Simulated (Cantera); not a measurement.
Cantera run:

```python
import numpy as np
import cantera as ct

gas_names = """
    C CO COS CO2 CS CS2 C2 C2O C3 C3O2 C4 C5 O O2 O3 S SO SO2 SO3 S2 S2O S8
""".split()
cond_names = """
    C(gr) S(cr1) S(cr2) S(L)
""".split()


def load(file, names, dense=False):
    # The tables refer to 1 bar. Condensed volumes are neglected.
    table = {s.name: s for s in ct.Species.list_from_file(file)}
    out = []
    for n in names:
        d = dict(table[n].input_data)
        d["thermo"] = dict(d["thermo"], **{"reference-pressure": 1e5})
        if dense:
            d["equation-of-state"] = {"model": "constant-volume", "density": "1e6 g/cm^3"}
        out.append(ct.Species.from_dict(d))
    return out


gas = ct.Solution(thermo="ideal-gas", species=load("nasa_gas.yaml", gas_names))
cond = {s.name: ct.Solution(thermo="fixed-stoichiometry", species=[s], name=s.name)
        for s in load("nasa_condensed.yaml", cond_names, dense=True)}
atoms = {
    'CS2': {'C': 1, 'S': 2},
    'SO2': {'S': 1, 'O': 2},
}
top_T = {'C(gr)': 4500}  # K; cautious upper limits of use, not melting points


def equilibrate(T, P, feed):
    n = {}
    for name, mol in feed.items():
        for a, k in atoms[name].items():
            n[a] = n.get(a, 0.0) + k * mol
    gas.TPX = T, P, n
    mass = sum(n.values()) * gas.mean_molecular_weight
    gas.equilibrate("TP")
    valid = [c for c in cond.values() if c.min_temp <= T <= top_T.get(c.name, c.max_temp)]
    mix = ct.Mixture([(gas, mass / gas.mean_molecular_weight)] + [(c, 0.0) for c in valid])
    mix.T, mix.P = T, P
    mix.equilibrate("TP", solver="vcs", rtol=1e-11, max_steps=5000)
    return mix


results = []
feed = {'CS2': 1, 'SO2': 0.089}  # mol
T = 3098  # K
P = 13  # Pa
mix = equilibrate(T, P, feed)
results.append((T, P, feed, dict(zip(mix.species_names, mix.species_moles))))
print(gas.report(threshold=1e-06))
for i in range(1, mix.n_phases):
    print(f"{mix.phase(i).name:16s} {mix.phase_moles(i):12.5e} mol")
```

Output:

```
       temperature   3098 K
          pressure   13 Pa
           density   1.7816e-05 kg/m^3
  mean mol. weight   35.301 kg/kmol
   phase of matter   gas

                          1 kg             1 kmol
                     ---------------   ---------------
          enthalpy        9.4943e+06        3.3515e+08  J
   internal energy        8.7646e+06         3.094e+08  J
           entropy            9347.2        3.2996e+05  J/K
    Gibbs function       -1.9463e+07       -6.8707e+08  J
 heat capacity c_p            806.25             28461  J/K
 heat capacity c_v            570.72             20147  J/K

                      mass frac. Y      mole frac. X     chem. pot. / RT
                     ---------------   ---------------   ---------------
                 C         0.0074967          0.022033            -7.555
                CO          0.060927          0.076785           -45.084
                CS           0.41396           0.33158            -30.34
               CS2        6.0079e-05        2.7858e-05           -53.126
                C2        0.00024398        0.00035853            -15.11
                C3        8.0974e-05        7.9328e-05           -22.665
                 S           0.51655           0.56876           -22.785
                S2          0.000685        0.00037712           -45.571
     [  +14 minor]        2.6065e-07        3.4103e-07

C(gr)             0.00000e+00 mol
S(L)              0.00000e+00 mol
```

Equilibrium computed with Cantera from the NASA thermochemical tables; the gas is ideal and each condensed phase is pure.
